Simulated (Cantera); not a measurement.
What does this Cantera script print?

```python
import numpy as np
import cantera as ct

gas = ct.Solution("gri30.yaml")
gas.TPX = 1550, 130000, {'NO': 1, 'N2': 1.7}
reactor = ct.IdealGasConstPressureReactor(gas, energy="off", clone=False)
net = ct.ReactorNet([reactor])
net.rtol, net.atol = 1e-08, 1e-18
show = ['NO', 'O2', 'O', 'N2O', 'NO2', 'N2']
times = np.geomspace(8e-05, 20, 12)

steps = ct.SolutionArray(gas, extra=["t"])
rows = []
print(f"{'t/s':>10s}{'T/K':>9s}{'P/Pa':>11s}" + "".join(f"{s:>11s}" for s in show))
for t in times:
    while net.time < t:
        t_next = net.step()
        steps.append(gas.state, t=t_next)
    rows.append([np.interp(t, steps.t, y) for y in (steps.T, steps.P, *steps(*show).X.T)])
    print(f"{t:10.3e}{rows[-1][0]:9.1f}{rows[-1][1]:11.4g}" + "".join(f"{x:11.3e}" for x in rows[-1][2:]))
rate = np.gradient(steps.T, steps.t)
print("integrator steps:", len(steps.t))
if steps.T.max() > steps.T[0] + 200:
    print(f"time of steepest temperature rise: {steps.t[rate.argmax()]:.4e} s")
gas.TPX = 1550, 130000, {'NO': 1, 'N2': 1.7}
gas.equilibrate("TP")
print(f"equilibrium (TP): T = {gas.T:.1f} K  " + "  ".join(f"{s} {gas[s].X[0]:.3e}" for s in show))
```

Result:

```
       t/s      T/K       P/Pa         NO         O2          O        N2O        NO2         N2
 8.000e-05   1550.0    1.3e+05  3.704e-01  8.624e-11  2.456e-08  2.442e-07  2.208e-07  6.296e-01
 2.476e-04   1550.0    1.3e+05  3.704e-01  3.600e-10  2.564e-08  7.519e-07  7.377e-07  6.296e-01
 7.665e-04   1550.0    1.3e+05  3.704e-01  1.952e-09  2.903e-08  2.290e-06  2.370e-06  6.296e-01
 2.373e-03   1550.0    1.3e+05  3.704e-01  1.660e-08  3.982e-08  6.749e-06  7.705e-06  6.296e-01
 7.345e-03   1550.0    1.3e+05  3.703e-01  2.466e-07  7.516e-08  1.803e-05  2.637e-05  6.296e-01
 2.274e-02   1550.0    1.3e+05  3.702e-01  5.716e-06  1.840e-07  3.718e-05  9.045e-05  6.297e-01
 7.038e-02   1550.0    1.3e+05  3.698e-01  9.536e-05  3.393e-07  4.831e-05  1.918e-04  6.299e-01
 2.178e-01   1550.0    1.3e+05  3.689e-01  5.311e-04  3.857e-07  4.864e-05  2.212e-04  6.303e-01
 6.743e-01   1550.0    1.3e+05  3.661e-01  1.891e-03  4.635e-07  4.787e-05  2.670e-04  6.317e-01
 2.087e+00   1550.0    1.3e+05  3.577e-01  5.997e-03  6.422e-07  4.563e-05  3.673e-04  6.359e-01
 6.461e+00   1550.0    1.3e+05  3.340e-01  1.770e-02  9.848e-07  3.967e-05  5.338e-04  6.478e-01
 2.000e+01   1550.0    1.3e+05  2.769e-01  4.610e-02  1.521e-06  2.716e-05  6.907e-04  6.763e-01
integrator steps: 939
equilibrium (TP): T = 1550.0 K  NO 1.484e-03  O2 1.844e-01  O 2.967e-06  N2O 1.040e-07  NO2 7.306e-06  N2 8.141e-01
```

Model: GRI-Mech 3.0 (53 species, 325 reactions), integrated in Cantera.
